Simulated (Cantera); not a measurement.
**Equilibrium for silicon nitride deposition: SiHCl3 + NH3 + H2**

A closed system holds: 1 mol SiHCl3, 2.1 mol NH3, 6.9 mol H2, at 0.370 bar.

Cantera equilibrium calculation (NASA polynomials, part measured and part estimated; ideal gas, pure solids and liquids). Candidate condensed phases: NH4Cl, Si, Si3N4; 28 gas species. The tables' values for SiCl3 are old estimates; treat these amounts as uncertain. Rates play no part.

```csv
T (K),x H2,x HCl,x N2,x SiCl2,x SiCl4,n Si3N4(s)
800,0.756,0.192,0.0393,3.02e-11,0.0125,0.281
900,0.749,0.204,0.0372,3.04e-9,0.00941,0.294
1000,0.744,0.212,0.0359,1.18e-7,0.00727,0.303
1100,0.741,0.218,0.0349,2.30e-6,0.00577,0.308
1200,0.739,0.221,0.0344,2.68e-5,0.00467,0.312
1300,0.738,0.223,0.0342,0.000208,0.00380,0.313
1400,0.737,0.222,0.0347,0.00115,0.00300,0.309
1500,0.738,0.215,0.0369,0.00462,0.00212,0.295
1600,0.742,0.199,0.0422,0.0131,0.00119,0.260
1700,0.747,0.172,0.0507,0.0270,0.000502,0.204
```
x: gas mole fraction; n: condensed amount in mol.

From 800 K to 1700 K the condensed part is Si3N4(s). The main Si-bearing gas is SiCl4 at 800 K and SiCl2 at 1700 K. The share of Si in condensed phases is highest at 1300 K (93.8 %) and lowest at 1700 K (61.3 %).
